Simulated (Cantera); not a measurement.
A freely propagating, adiabatic, planar premixed flame of H2 : O2 : N2 = 1 : 0.51 : 2.14 (molar parts), equivalence ratio 0.98, unburnt at 550 K and 18000 Pa; mixture-averaged transport, grid criteria slope 0.08 and curve 0.16, no radiation.

Computed with Cantera and the H2/O2 subset of GRI-Mech 3.0, which has no nitrogen chemistry. Burning velocities carry a grid error of a few per cent, more on coarse grids.

Problem. What does this change do: H2 1 to 1.3 parts?

Solution. 
```tsv
quantity	before	after
laminar burning velocity	482 cm/s	546 cm/s
thermal thickness	4.46 mm	4.31 mm
peak x(H)	0.0745	0.0992
peak x(HO2)	7.65e-5	7.27e-5
peak x(OH)	0.0158	0.0131
peak x(H2O2)	2.75e-6	2.24e-6
```
